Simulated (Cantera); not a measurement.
Feed: 1 mol Si, 3.7 mol SF6, 47 mol N2, held at 1.00 bar.

These are equilibrium values from Cantera (NASA tables, ideal gas, pure condensed phases), not measurements of a reactor. Candidate condensed phases: S, Si, Si3N4; 29 gas species. The tables' values for SF3 are old estimates; treat these amounts as uncertain. The numbers say what is thermodynamically allowed, not how fast it happens. All values below are at 948 K.

Base state: N2 0.909, SF4 0.0385, SF6 0.0329, SiF4 0.0193, SF3 7.91e-5, SF2 2.10e-5 (mole fractions); condensed: gas only.

Problem. What changes in the equilibrium state with this change: 0.18 mol NH3 added?

Solution. 
| species | before | after |
|---|---|---|
| N2 | 0.909 | 0.900 |
| SF4 | 0.0385 | 0.0432 |
| SF6 | 0.0329 | 0.0274 |
| HF | 0 | 0.0103 |
| SiF4 | 0.0193 | 0.0191 |
| SF2 | 2.10e-5 | 3.17e-5 |
| SF3 | 7.91e-5 | 0.000103 |
